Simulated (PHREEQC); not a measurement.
Copper plating or etch bath (model solution)

Consider water at 25 °C with 1.6 mmol/kgw Cu(BF4)2, 1.1 mmol/kgw HBF4 and 99 mmol/kgw NaCl. Closed to the air; pH follows from the charge balance.

The numbers come from PHREEQC with the ion-association model, phreeqc.dat.

No solid was allowed to form.

Task: Estimate the pH, density, specific conductance.

Result: pH 2.81; density 1.002 g/cm³; specific conductance 11100 µS/cm.

Task: In which forms is Cu present?

Result: Cu+2 89 %, CuCl+ 9.3 %, CuF+ 1.1 % of the Cu.

Complexes and solids missing from the database can't appear. Real BF4- forms and hydrolyses slowly; the run takes it at equilibrium.
